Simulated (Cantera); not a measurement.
## Transport properties of process gases

Gas mixture: H2O : O2 = 0.47 : 0.95 (molar parts), at 0.000720 bar, frozen composition.

Cantera's kinetic-theory transport with the Lennard-Jones parameters of GRI-Mech 3.0, ideal gas; thermal conductivity in the mixture-averaged form. Polar gases are described roughly by these parameters.

```tsv
T (K)	ρ (kg/m³)	cp (J/kg/K)	μ (µPa s)	λ (mW/m/K)	Pr	D (cm²/s) CH3	D (cm²/s) NO	D (cm²/s) NH3
400	0.000593	1151	21.8	34.9	0.721	547	499	525
550	0.000431	1204	28.3	47.6	0.715	964	874	967
700	0.000339	1260	34.2	60.5	0.711	1470	1330	1520
850	0.000279	1309	39.6	73.3	0.708	2050	1850	2160
1000	0.000237	1352	44.8	85.9	0.705	2700	2430	2900
1150	0.000206	1390	49.7	98.2	0.703	3430	3070	3710
1300	0.000182	1425	54.3	110	0.702	4210	3780	4610
1450	0.000163	1456	58.8	122	0.701	5060	4530	5570
1600	0.000148	1485	63.1	134	0.700	5960	5340	6610
```
D: mixture-averaged diffusion coefficient of that species in the mixture.
